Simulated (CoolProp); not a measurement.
Values from CoolProp's reference Helmholtz-energy equation of state, Thol 2016.

**Question.** Give the vapour pressure (bar), liquid density (kg/m³), vapour density (kg/m³), liquid cp (kJ/(kg K)) of saturated hexamethyldisiloxane (MM) at 432.4 K.

**Answer.** 
| T (K) | p (bar) | liquid density (kg/m³) | vapour density (kg/m³) | liquid cp (kJ/(kg K)) |
|---|---|---|---|---|
| 432.4 | 4.26 | 596 | 23.4 | 2.32 |
